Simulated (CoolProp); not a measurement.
A closed Brayton cycle with dry air: compressor inlet 318.15 K and 5.3 MPa, high pressure 12.5 MPa, turbine inlet 850 K, compressor efficiency 0.89, turbine efficiency 0.9, recuperator effectiveness 0.8 (on enthalpy, no pinch check). Each further row changes one setting.

Computed with CoolProp (reference Helmholtz-energy equation of state, Lemmon 2000). It is a pseudo-pure fit of the blend.

```
case                           thermal efficiency (%)  net work (kJ/kg)  compressor to turbine work  compressor exit (K)  turbine exit (K)
-----------------------------  ----------------------  ----------------  --------------------------  -------------------  ----------------
as stated                                        30.4              72.2                        0.59                418.8             695.1
turbine inlet 800 K                              28.3              61.9                        0.62                418.8             652.8
compressor inlet 328.15 K                        29.3              68.7                        0.60                431.7             695.1
high pressure 10.6 MPa                           29.2              63.3                        0.56                397.5             722.6
recuperator effectiveness 0.5                    22.2              72.2                        0.59                418.8             695.1
```
